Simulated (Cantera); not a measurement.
A perfectly stirred reactor is fed with 11.5 % C₂H₄, 88.5 % H₂, at 0.0572 atm; it is held at 2023 K, and followed from long to short residence time.

Detailed kinetics in Cantera: GRI-Mech 3.0 (53 species, 325 reactions). GRI-Mech 3.0 was tuned for natural gas; its chemistry of ethylene as a main component is partial and can be far from experiment. GRI-Mech 3.0 stops at C3 and has no aromatics, soot or wall deposition, so with more carbon than oxygen in the feed, carbon stays in small species such as C2H2 where larger ones or solid carbon would form.

One state of this run: x C₂H₄ = 0.000759; x H₂ = 0.895; x C₂H = 4.29e-6; x CH₂ = 2.56e-8; x C₂H₂ = 0.102; x C₂H₆ = 3.57e-9; x H = 0.00186. x: mole fraction; the columns are a selection and need not sum to one.

Which value of τ (s) does it belong to?
A) 0.029
B) 0.19
C) 0.018
D) 0.30

A, 0.029
